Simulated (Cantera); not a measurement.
An isothermal, constant-pressure homogeneous reactor starts with 35.7 % C₂H₆, 64.3 % N₂, at 1848 K and 24000 Pa.

Computed with Cantera and GRI-Mech 3.0 (53 species, 325 reactions). GRI-Mech 3.0 stops at C3 and has no aromatics, soot or wall deposition, so with more carbon than oxygen in the feed, carbon stays in small species such as C2H2 where larger ones or solid carbon would form.

Predict: x(C₂H₆) at 90.0 s; x(H) at 90.0 s; x(H₂) at 90.0 s; x(C₂H₂) at 90.0 s; x(CH₄) at 90.0 s.


```
Item                                                   Value
-----------------  -----------------------------------------
x(C₂H₆) at 90.0 s    3.49e-8 (gas-phase equilibrium 2.39e-8)
x(H) at 90.0 s     0.000702 (gas-phase equilibrium 0.000702)
x(H₂) at 90.0 s          0.415 (gas-phase equilibrium 0.415)
x(C₂H₂) at 90.0 s        0.207 (gas-phase equilibrium 0.142)
x(CH₄) at 90.0 s    0.00119 (gas-phase equilibrium 0.000984)
```
